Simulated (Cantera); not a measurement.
**Transport properties of process gases**

Gas mixture: CH3OH : C2H4 : C3H8 = 0.52 : 0.079 : 0.61 (molar parts), at 760 Torr, frozen composition.

Cantera's kinetic-theory transport with the Lennard-Jones parameters of GRI-Mech 3.0, ideal gas; thermal conductivity in the multicomponent form. Polar gases are described roughly by these parameters. The composition is frozen, though it would react at the higher temperatures.

```tsv
T (K)	ρ (kg/m³)	cp (J/kg/K)	μ (µPa s)	λ (mW/m/K)	Pr	D (cm²/s) CH3	D (cm²/s) H2	D (cm²/s) NH3
400	1.15	1929	11.8	29.6	0.770	0.245	0.891	0.227
550	0.839	2446	15.9	50.4	0.772	0.439	1.54	0.424
700	0.659	2879	19.6	73.1	0.774	0.674	2.33	0.670
850	0.543	3220	23.1	95.8	0.775	0.946	3.22	0.961
1000	0.461	3508	26.2	119	0.775	1.25	4.23	1.29
1150	0.401	3722	29.1	140	0.774	1.59	5.35	1.66
1300	0.355	3906	31.9	161	0.774	1.96	6.56	2.06
1450	0.318	4063	34.5	181	0.773	2.36	7.86	2.49
1600	0.288	4197	37.0	201	0.772	2.78	9.26	2.96
```
D: mixture-averaged diffusion coefficient of that species in the mixture.
